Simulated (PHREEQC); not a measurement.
Consider water at 21 °C with 0.35 mol/kgw Na2SO4, 0.023 mol/kgw NaHCO3 and 0.51 mol/kgw NaCl. Closed to the air; pH follows from the charge balance.

Computed with PHREEQC (Pitzer model, pitzer.dat).

Problem. The ionic strength comes out as 1.58 mol/kgw. What activity coefficients do HCO3-, SO4-2, Cl-, Na+, CO3-2 get?

Solution. HCO3- 0.48, SO4-2 0.058, Cl- 0.58, Na+ 0.58, CO3-2 0.075. Single-ion values are on the MacInnes scale.

Precipitation was switched off in this run. In brines, pH and single-ion activities rest on the MacInnes convention.
